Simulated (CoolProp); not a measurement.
The fluid at 298.15 K and 10.9 MPa is throttled through a valve to 2.51 MPa with no heat exchange. The same conditions are run with several fluids, on thermodynamics alone (safety and materials aside).

Values from CoolProp's reference Helmholtz-energy equation of state of each fluid (isobutene: Lemmon 2005; methanol: de Reuck 1993; R1224YDZ: Akasaka 2023; R22: Kamei 1995; chloromethane (R40): Thol 2014).

```json
[
 {"fluid": "isobutene", "temperature change (K)": "+2.6", "final density (kg/m³)": "589"},
 {"fluid": "methanol", "temperature change (K)": "+2.7", "final density (kg/m³)": "786"},
 {"fluid": "R1224YDZ", "temperature change (K)": "+2.4", "final density (kg/m³)": "1360"},
 {"fluid": "R22", "temperature change (K)": "+0.8", "final density (kg/m³)": "1200"},
 {"fluid": "chloromethane (R40)", "temperature change (K)": "+2.1", "final density (kg/m³)": "912"}
]
```
